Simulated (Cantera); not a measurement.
Feed: 1 mol SO₂, 5.6 mol H₂, 3.1 mol O₂, at 140 bar.

These are equilibrium values from Cantera (NASA tables, ideal gas, pure condensed phases), not measurements of a reactor. Candidate condensed phases: H₂O, H₂SO₄, S; 19 gas species. The ideal-gas law is rough above about 30 bar. Kinetics and transport are ignored.

x: gas mole fraction; nothing condenses.

| T (K) | x H₂O | x SO₂ | x SO₃ | x H₂SO₄ | x O₂ |
|---|---|---|---|---|---|
| 923 | 0.840 | 0.0641 | 0.0425 | 0.0530 | 0.000135 |
| 973 | 0.842 | 0.0645 | [?] | [?] | [?] |
| 1023 | 0.842 | 0.0681 | 0.0621 | 0.0246 | 0.00309 |
| 1073 | 0.840 | 0.0756 | 0.0620 | 0.0151 | 0.00726 |
| 1123 | 0.837 | 0.0855 | 0.0567 | 0.00883 | 0.0125 |
| 1173 | 0.832 | 0.0957 | 0.0488 | 0.00508 | 0.0179 |
| 1223 | 0.829 | 0.105 | 0.0404 | 0.00291 | 0.0229 |
| 1273 | 0.825 | 0.113 | 0.0326 | 0.00168 | 0.0272 |
| 1323 | 0.822 | 0.120 | [?] | [?] | [?] |
| 1373 | 0.820 | 0.125 | 0.0206 | 0.000589 | 0.0334 |
| 1423 | 0.818 | 0.129 | 0.0163 | 0.000361 | 0.0355 |
| 1473 | 0.817 | 0.133 | 0.0130 | 0.000226 | 0.0371 |
| 1523 | 0.816 | 0.135 | 0.0104 | 0.000145 | 0.0384 |
| 1573 | 0.815 | 0.137 | 0.00843 | 9.58e-5 | 0.0394 |

### Question
Fill in the missing entries.

### Answer

- 973, x SO₃: 0.0551
- 973, x H₂SO₄: 0.0375
- 973, x O₂: 0.000831
- 1323, x SO₃: 0.0260
- 1323, x H₂SO₄: 0.000985
- 1323, x O₂: 0.0306
